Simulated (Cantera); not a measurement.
A Cantera script and what it prints.

```python
import numpy as np
import cantera as ct

gas_names = """
    F F2 FS2F,fluorodisu N NF NF2 NF3 N2 S SF SF2 SF3 SF4 SF5 SF6 SN S2 S2F2,thiothiony S8 Si SiF SiF2
    SiF3 SiF4 SiN SiS Si2 Si2N Si3
""".split()
cond_names = """
    S(cr1) S(cr2) S(L) Si(cr) Si(L) Si3N4(a)
""".split()


# ... load() reads the species with a 1 bar reference pressure and builds the phases ...
atoms = {
    'Si': {'Si': 1},
    'SF6': {'S': 1, 'F': 6},
    'N2': {'N': 2},
}
top_T = {'Si3N4(a)': 2400}  # K; cautious upper limits of use, not melting points


# ... equilibrate(T, P, feed) seeds the gas with the atoms and calls Mixture.equilibrate('TP', solver="vcs", rtol=1e-11, max_steps=5000) ...
results = []
feed = {'Si': 1, 'SF6': 1.9, 'N2': 1.1}  # mol
T = 1225  # K
P = 600  # Pa
mix = equilibrate(T, P, feed)
results.append((T, P, feed, dict(zip(mix.species_names, mix.species_moles))))
print(gas.report(threshold=1e-06))
for i in range(1, mix.n_phases):
    print(f"{mix.phase(i).name:16s} {mix.phase_moles(i):12.5e} mol")
```

Output:

```
       temperature   1225 K
          pressure   600 Pa
           density   0.0049514 kg/m^3
  mean mol. weight   84.051 kg/kmol
   phase of matter   gas

                          1 kg             1 kmol
                     ---------------   ---------------
          enthalpy       -8.1035e+06       -6.8111e+08  J
   internal energy       -8.2247e+06       -6.9129e+08  J
           entropy            5048.7        4.2435e+05  J/K
    Gibbs function       -1.4288e+07       -1.2009e+09  J
 heat capacity c_p            998.19             83899  J/K
 heat capacity c_v            899.27             75584  J/K

                      mass frac. Y      mole frac. X     chem. pot. / RT
                     ---------------   ---------------   ---------------
                 F        0.00014268        0.00063123           -25.529
                N2          0.091604           0.27484            -31.82
                SF        6.2396e-07        1.0272e-06           -47.602
               SF2          0.017308          0.020766           -73.131
               SF3          0.019461          0.018368            -98.66
               SF4           0.55359           0.43062           -124.19
               SF5        6.7497e-05        4.4653e-05           -149.72
               SF6         0.0083577         0.0048098           -175.25
   S2F2,thiothiony         7.373e-05        6.0686e-05           -95.204
              SiF4           0.30939           0.24986           -206.05
     [  +19 minor]        1.6898e-07        1.4347e-07

S(L)              0.00000e+00 mol
Si(cr)            0.00000e+00 mol
Si3N4(a)          0.00000e+00 mol
```

These are equilibrium values from Cantera (NASA tables, ideal gas, pure condensed phases), not measurements of a reactor. The tables' values for SF3, S2F2 (SSF2), SF5 are old estimates; treat these amounts as uncertain.
